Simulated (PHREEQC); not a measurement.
0.047 g of hydrous ferric oxide (600 m²/g; 0.2 weak and 0.005 strong sites per Fe, Dzombak-Morel constants, diffuse double layer) in 1 kg of water with 0.005 mol/kgw of an inert sodium salt and 2.6e-06 mol CuCl2, 1.2e-07 mol H3BO3 and 4.9e-05 mol ZnCl2, at 25 °C; the pH is set by adding NaOH or the inert anion's acid. O2 is buffered at 0.21 atm. No CO2 enters from the air. Nothing may precipitate in this run.

The series has 13 steps of pH, from 4 to 10.

Model: ion-association model, wateq4f.dat, run in PHREEQC.

Q: Near which pH is half of the Cu sorbed, and on which side is more sorbed?

A: Near pH 5.5, with more sorbed at higher pH.

Q: Near which pH is half of the Zn sorbed, and on which side is more sorbed?

A: Near pH 7.5, with more sorbed at higher pH.

Q: At which pH does the surface charge pass through zero?

A: Near pH 9.3.

Along this series the solution becomes supersaturated in solids that the run did not let form, among them Zn(OH)2-e. The database's constant for dissolved Cu(OH)2 is higher than later reviews accept.
